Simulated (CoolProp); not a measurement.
The fluid at 298.15 K and 0.449 MPa is compressed adiabatically to 1.37 MPa with isentropic efficiency 0.7. The same conditions are run with several fluids, on thermodynamics alone (safety and materials aside).

The numbers come from the reference Helmholtz-energy equation of state of each fluid (R143a: Lemmon and Jacobsen 2000; R125: Lemmon 2005; propylene: Lemmon 2013; CH3F (R41): Lemmon 2006; oxygen: Schmidt 1985) in CoolProp.

Question: Rank R143a, R125, propylene, CH3F (R41), oxygen by work (kJ/kg), highest first.

Answer: oxygen (145), CH3F (R41) (126), propylene (91.8), R143a (44.6), R125 (31.1)

```json
[
 {"fluid": "R143a", "final temperature (K)": "352.4", "final density (kg/m³)": "45.5"},
 {"fluid": "R125", "final temperature (K)": "343.9", "final density (kg/m³)": "66.6"},
 {"fluid": "propylene", "final temperature (K)": "362.0", "final density (kg/m³)": "21.6"},
 {"fluid": "CH3F (R41)", "final temperature (K)": "406.6", "final density (kg/m³)": "14.4"},
 {"fluid": "oxygen", "final temperature (K)": "453.3", "final density (kg/m³)": "11.6"}
]
```

Above 300 K oxygen's equation is extrapolated.
